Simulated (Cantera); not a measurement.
## Thermodynamics of nitride etching, feed BN + NF3 + H2

Charge: 1 mol BN, 1.5 mol NF3, a varied amount of H2, at 1798.15 K and 0.160 bar.

These are equilibrium values from Cantera (NASA tables, ideal gas, pure condensed phases), not measurements of a reactor. Candidate condensed phases: B, BN; 31 gas species. The tables' values for BF2 are old estimates; treat these amounts as uncertain. Kinetics and transport are ignored.

| n(H2) (mol) | x H2 | x HF | x N2 | x BF3 |
|---|---|---|---|---|
| 2.7 | 0.340 | 0.265 | 0.219 | 0.173 |
| 5.4 | 0.550 | 0.182 | 0.149 | 0.115 |
| 8.2 | 0.661 | 0.138 | 0.111 | 0.0852 |
| 11 | 0.728 | 0.111 | 0.0891 | 0.0672 |
| 14 | 0.775 | 0.0925 | 0.0734 | 0.0545 |
| 16 | 0.798 | 0.0832 | 0.0657 | 0.0483 |
| 19 | 0.825 | 0.0725 | 0.0567 | 0.0411 |
| 22 | 0.845 | 0.0644 | 0.0499 | 0.0356 |
| 25 | 0.861 | 0.0580 | 0.0446 | 0.0314 |
| 27 | 0.870 | 0.0544 | 0.0416 | 0.0290 |
x: gas mole fraction; nothing condenses.

From 2.7 mol H2 to 27 mol H2 nothing is condensed. The main B-bearing gas is BF3 throughout.
